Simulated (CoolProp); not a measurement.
Vapour-liquid equilibrium of dimethyl ether (1) + n-butane (2) at 0.0204 MPa; x and y are mole fractions of (1).

Values from CoolProp's multi-fluid Helmholtz-energy mixture model, Wu 2011 and Bücker 2006; pair parameters Bell 2016.

Problem. Give the bubble temperature and the first vapour's composition at x = 0.65, 0.725, 0.8. Is there an azeotrope?

Solution. x = 0.65: 219.0 K, y = 0.823; x = 0.725: 218.5 K, y = 0.853; x = 0.8: 218.0 K, y = 0.885. No azeotrope shows between x = 0.05 and 0.95.

Pair parameters are fitted to limited data, so mixtures are less certain than the pure fluids.
